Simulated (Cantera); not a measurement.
A closed system holds: 1 mol Pb, 8.9 mol N2, equilibrated at 520000 Pa.

Equilibrium computed with Cantera from the NASA thermochemical tables; the gas is ideal and each condensed phase is pure. Candidate condensed phases: Pb; 4 gas species. Kinetics and transport are ignored.

Task: Which condensed phases are stable at each of these points (T (K)): 600, 650, 700, 750, 800, 850, 900, 950, 1000, 1050, 1100, 1150, 1200?

Result: 
```
T (K)  condensed phases  Pb condensed (%)
-----  ----------------  ----------------
600               Pb(s)             100.0
650               Pb(l)             100.0
700               Pb(l)             100.0
750               Pb(l)             100.0
800               Pb(l)             100.0
850               Pb(l)             100.0
900               Pb(l)             100.0
950               Pb(l)             100.0
1000              Pb(l)             100.0
1050              Pb(l)             100.0
1100              Pb(l)             100.0
1150              Pb(l)             100.0
1200              Pb(l)              99.9
```

At 600 K the condensed part is Pb(s). From 650 K to 1200 K the condensed part is Pb(l).
